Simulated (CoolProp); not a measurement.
A Linde-Hampson liquefier for oxygen: isothermal reversible compression at 250 K from 1 atm to 20 MPa, throttling to 1 atm, return gas leaving the recuperator 2 K below the feed. Each further row changes one setting.

Values from CoolProp's reference Helmholtz-energy equation of state, Schmidt 1985.

| case | liquid yield per pass | compression work (kJ/kg of gas) |
|---|---|---|
| as stated | ? | 329 |
| high pressure 40 MPa | 0.238 | ? |
| warm-end temperature 280 K | ? | ? |
| warm-end gap 7 K | ? | 329 |

**Question.** What belongs in the gaps?

**Answer.** 
- as stated, liquid yield per pass: 0.173
- high pressure 40 MPa, compression work (kJ/kg of gas): 369
- warm-end temperature 280 K, liquid yield per pass: 0.124
- warm-end temperature 280 K, compression work (kJ/kg of gas): 375
- warm-end gap 7 K, liquid yield per pass: 0.163
